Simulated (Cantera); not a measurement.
A perfectly stirred reactor is fed with C3H8 : O2 : N2 : H2O = 1 : 10.4 : 39.2 : 4.5 (molar parts), equivalence ratio 0.48, at 5480 Torr; it is adiabatic with a 723 K inlet, and is followed from long to short residence time, starting on the burning branch (τ in s: 0.086, 0.045, 0.023, 0.012, 0.0064, 0.0033, 0.0017, 0.00091, 0.00047, 0.00025, 0.00013, 6.7e-05, 3.5e-05).

Computed with Cantera and GRI-Mech 3.0 (53 species, 325 reactions). GRI-Mech 3.0 was tuned for natural gas; its chemistry of propane as a main component is partial and can be far from experiment.

x: mole fraction; the columns are a selection and need not sum to one.

```csv
τ (s),T (K),x C3H8,x O2,x H2O,x HCO,x CH4
0.086,1716,5.19e-7,0.0962,0.151,1.61e-9,(withheld)
0.045,1716,9.00e-7,0.0963,0.151,3.07e-9,(withheld)
0.023,1714,1.56e-6,0.0963,0.151,6.00e-9,(withheld)
0.012,1712,2.61e-6,0.0964,0.151,1.15e-8,(withheld)
0.0064,1710,4.25e-6,0.0965,0.151,2.19e-8,(withheld)
0.0033,1705,7.06e-6,0.0967,0.151,4.32e-8,(withheld)
0.0017,1698,1.17e-5,0.0971,0.151,8.61e-8,(withheld)
0.00091,1688,1.92e-5,0.0977,0.150,1.67e-7,(withheld)
0.00047,1669,3.36e-5,0.0988,0.150,3.39e-7,(withheld)
0.00025,1633,6.60e-5,0.101,0.149,6.82e-7,(withheld)
0.00013,723,0.0181,0.189,0.0817,<1e-12,<1e-12
6.7e-5,723,0.0181,0.189,0.0817,<1e-12,<1e-12
3.5e-5,723,0.0181,0.189,0.0817,<1e-12,<1e-12
```

Some entries are withheld; supply them.


- 0.086, x CH4: 5.63e-7
- 0.045, x CH4: 8.39e-7
- 0.023, x CH4: 1.21e-6
- 0.012, x CH4: 1.69e-6
- 0.0064, x CH4: 2.29e-6
- 0.0033, x CH4: 3.17e-6
- 0.0017, x CH4: 4.49e-6
- 0.00091, x CH4: 6.57e-6
- 0.00047, x CH4: 1.11e-5
- 0.00025, x CH4: 2.41e-5
